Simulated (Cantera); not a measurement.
A Cantera script and its output.

```python
import numpy as np
import cantera as ct

gas = ct.Solution("gri30.yaml")
gas.TPX = 1250, 16000, {'H2': 0.7, 'O2': 1, 'N2': 0.73}
reactor = ct.IdealGasConstPressureReactor(gas, energy="off", clone=False)
net = ct.ReactorNet([reactor])
net.rtol, net.atol = 1e-08, 1e-18
show = ['H2', 'O2', 'HO2', 'H2O2', 'H', 'H2O', 'N2O']
times = np.geomspace(4e-05, 3, 15)

steps = ct.SolutionArray(gas, extra=["t"])
rows = []
print(f"{'t/s':>10s}{'T/K':>9s}{'P/Pa':>11s}" + "".join(f"{s:>11s}" for s in show))
for t in times:
    while net.time < t:
        t_next = net.step()
        steps.append(gas.state, t=t_next)
    rows.append([np.interp(t, steps.t, y) for y in (steps.T, steps.P, *steps(*show).X.T)])
    print(f"{t:10.3e}{rows[-1][0]:9.1f}{rows[-1][1]:11.4g}" + "".join(f"{x:11.3e}" for x in rows[-1][2:]))
rate = np.gradient(steps.T, steps.t)
print("integrator steps:", len(steps.t))
if steps.T.max() > steps.T[0] + 200:
    print(f"time of steepest temperature rise: {steps.t[rate.argmax()]:.4e} s")
gas.TPX = 1250, 16000, {'H2': 0.7, 'O2': 1, 'N2': 0.73}
gas.equilibrate("TP")
print(f"equilibrium (TP): T = {gas.T:.1f} K  " + "  ".join(f"{s} {gas[s].X[0]:.3e}" for s in show))
```

It prints:

```
       t/s      T/K       P/Pa         H2         O2        HO2       H2O2          H        H2O        N2O
 4.000e-05   1250.0    1.6e+04  2.881e-01  4.115e-01  3.288e-07  1.580e-09  8.215e-06  1.082e-05  9.412e-14
 8.918e-05   1250.0    1.6e+04  2.510e-01  3.941e-01  2.972e-05  5.972e-07  1.894e-02  2.598e-02  2.340e-10
 1.988e-04   1250.0    1.6e+04  1.866e-02  2.963e-01  6.445e-05  4.746e-06  5.017e-02  2.656e-01  1.618e-08
 4.433e-04   1250.0    1.6e+04  4.422e-03  3.086e-01  5.913e-05  4.819e-06  4.219e-03  3.244e-01  3.024e-08
 9.884e-04   1250.0    1.6e+04  6.425e-04  3.116e-01  2.555e-05  2.234e-06  1.914e-04  3.345e-01  3.973e-08
 2.204e-03   1250.0    1.6e+04  1.045e-04  3.122e-01  6.887e-06  8.589e-07  1.322e-05  3.360e-01  4.372e-08
 4.913e-03   1250.0    1.6e+04  2.154e-05  3.124e-01  1.883e-06  3.429e-07  1.493e-06  3.363e-01  4.559e-08
 1.095e-02   1250.0    1.6e+04  5.692e-06  3.124e-01  6.031e-07  1.439e-07  2.423e-07  3.364e-01  4.665e-08
 2.442e-02   1250.0    1.6e+04  1.833e-06  3.125e-01  2.222e-07  6.257e-08  4.990e-08  3.365e-01  4.727e-08
 5.445e-02   1250.0    1.6e+04  6.740e-07  3.125e-01  9.380e-08  2.789e-08  1.198e-08  3.365e-01  4.746e-08
 1.214e-01   1250.0    1.6e+04  2.721e-07  3.125e-01  4.888e-08  1.276e-08  3.216e-09  3.365e-01  4.700e-08
 2.707e-01   1250.0    1.6e+04  1.220e-07  3.125e-01  3.552e-08  6.196e-09  9.907e-10  3.365e-01  4.528e-08
 6.035e-01   1250.0    1.6e+04  6.767e-08  3.125e-01  3.443e-08  3.572e-09  4.123e-10  3.365e-01  4.116e-08
 1.346e+00   1250.0    1.6e+04  5.352e-08  3.125e-01  3.558e-08  2.840e-09  2.886e-10  3.365e-01  3.308e-08
 3.000e+00   1250.0    1.6e+04  5.228e-08  3.125e-01  3.575e-08  2.773e-09  2.783e-10  3.365e-01  2.077e-08
integrator steps: 1702
equilibrium (TP): T = 1250.0 K  H2 5.227e-08  O2 3.124e-01  HO2 3.574e-08  H2O2 2.772e-09  H 2.781e-10  H2O 3.365e-01  N2O 4.193e-09
```

Computed with Cantera and GRI-Mech 3.0 (53 species, 325 reactions). The temperature is held fixed by assumption; the heat of reaction is taken as removed at once.
